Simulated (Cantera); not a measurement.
Feed: 1 mol MgCO3, 0.052 mol H2, 0.046 mol H2O, at 1925 K and 0.100 bar.

Equilibrium computed with Cantera from the NASA thermochemical tables; the gas is ideal and each condensed phase is pure. Candidate condensed phases: C, C6H6, C7H8, C8H18, H2O, Mg, MgCO3, MgO, Mg(OH)2; 116 gas species. Rates play no part.

Base state: CO2 0.860, H2O 0.0875, CO 0.0493, O2 0.00144, H2 0.00117, OH 0.000670, H 0.000103, O 4.42e-5 (mole fractions); condensed: MgO(s).

### Question
What changes in the equilibrium state with this change: temperature from 1925 K to 925 K?

### Answer
| species | before | after |
|---|---|---|
| CO2 | 0.860 | 0.871 |
| H2O | 0.0875 | 0.0817 |
| CO | 0.0493 | 0.0398 |
| H2 | 0.00117 | 0.00755 |
| O2 | 0.00144 | <1e-9 |
| OH | 0.000670 | <1e-9 |
| H | 0.000103 | <1e-9 |
| MgO(s), mol | 1.000 | 1.00 |

### Question
What changes in the equilibrium state with this change: H2 from 0.052 to 0.35 mol?

### Answer
```tsv
species	before	after
CO2	0.860	0.492
H2O	0.0875	0.256
CO	0.0493	0.224
H2	0.00117	0.0270
O2	0.00144	2.30e-5
O	4.42e-5	5.59e-6
MgO(s), mol	1.000	1.000
```

### Question
What changes in the equilibrium state with this change: MgCO3 replaced by Ca(OH)2?

### Answer
```
species        before     after
-----------  --------  --------
H2O            0.0875     0.950
H2            0.00117    0.0478
OH           0.000670   0.00114
CO2             0.860         0
CO             0.0493         0
Ca(OH)2             0   5.28e-5
O2            0.00144  0.000101
H            0.000103  0.000661
O             4.42e-5   1.17e-5
MgO(s), mol     1.000         0
CaO(s), mol         0     1.000
```
Further candidate phases: Ca, CaO, Ca(OH)2.
